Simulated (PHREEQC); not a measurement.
Consider water at 25 °C with 0.0092 mol HF and 0.0029 mol KF per kg of water. Closed to the air; pH follows from the charge balance.

All values are PHREEQC results (ion-association model, wateq4f.dat), not measurements.

```json
[
 {"quantity": "pH", "before": "2.89", "after": "7.60"},
 {"quantity": "ionic strength (mol/kgw)", "before": "0.00427", "after": "0.0121"},
 {"quantity": "HF (mol/kgw)", "before": "0.00743", "after": "4.03e-7"},
 {"quantity": "F- (mol/kgw)", "before": "0.00415", "after": "0.0121"},
 {"quantity": "HF2- (mol/kgw)", "before": "0.000118", "after": "1.88e-8"}
]
```

Question: What was changed between the two runs?
(A) HF replaced by (CH3)4NF at the same molality
(B) KF from 0.0029 to 0.00261 mol/kgw
(C) HF replaced by KHF2 at the same molality
(D) KF from 0.0029 to 0.00058 mol/kgw

Answer: A, HF replaced by (CH3)4NF at the same molality

No solid was allowed to form. (CH3)4N+ isn't in the database: it is added as a free cation with an ion size of 4 Å.
